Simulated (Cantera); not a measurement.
Charge: 1 mol MgSO4, 3.9 mol H2, 0.017 mol CO2, equilibrated at 0.000330 bar.

These are equilibrium values from Cantera (NASA tables, ideal gas, pure condensed phases), not measurements of a reactor. Candidate condensed phases: C, C6H6, C7H8, C8H18, H2O, H2SO4, Mg, MgCO3, MgO, Mg(OH)2, MgS, MgSO4, S; 130 gas species. The numbers say what is thermodynamically allowed, not how fast it happens. All values below are at 1650 K.

Base state: H2O 0.440, H2 0.386, SO2 0.0907, S2 0.0460, SO 0.0215, SH 0.00371, H 0.00311, H2S 0.00282 (mole fractions); condensed: MgO(s).

**Question.** What changes in the equilibrium state with this change: MgSO4 replaced by CaCO3?

**Answer.** 
```
species        before   after
-----------  --------  ------
H2              0.386   0.602
CO            0.00268   0.188
H2O             0.440   0.188
SO2            0.0907       0
S2             0.0460       0
SO             0.0215       0
CO2          0.000949  0.0183
Mg            9.03e-5       0
SH            0.00371       0
H2S           0.00282       0
S             0.00234       0
MgO(s), mol     1.000       0
CaO(s), mol         0   1.000
```
Further candidate phases: Ca, CaCO3, CaO, Ca(OH)2.
